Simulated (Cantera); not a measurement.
Feed: 1 mol SiO2, 410 mol H2, equilibrated at 0.133 bar.

Method: chemical equilibrium by Gibbs-energy minimisation in Cantera with the NASA 1993 tables (ideal gas, pure condensed phases). Candidate condensed phases: H2O, Si, SiO2; 18 gas species. The tables hold silica as quartz up to 1696 K and as liquid above; real silica turns to tridymite and cristobalite and melts near 1996 K. Equilibrium is a limit: real reactors are often held back by kinetics, nucleation or transport.

Task: Which condensed phases are stable at each of these points (T (°C)): 577, 677, 777, 877, 977, 1077, 1177, 1277, 1377, 1477, 1577, 1677?

Result: 
| T (°C) | condensed phases | Si condensed (%) |
|---|---|---|
| 577 | SiO2(β-quartz) | 100.0 |
| 677 | SiO2(β-quartz) | 100.0 |
| 777 | SiO2(β-quartz) | 100.0 |
| 877 | SiO2(β-quartz) | 100.0 |
| 977 | SiO2(β-quartz) | 99.9 |
| 1077 | SiO2(β-quartz) | 99.6 |
| 1177 | SiO2(β-quartz) | 97.8 |
| 1277 | SiO2(β-quartz) | 90.6 |
| 1377 | SiO2(β-quartz) | 66.8 |
| 1477 | gas only | 0.0 |
| 1577 | gas only | 0.0 |
| 1677 | gas only | 0.0 |

From 577 °C to 1377 °C the condensed part is SiO2(β-quartz). From 1477 °C to 1677 °C nothing is condensed.
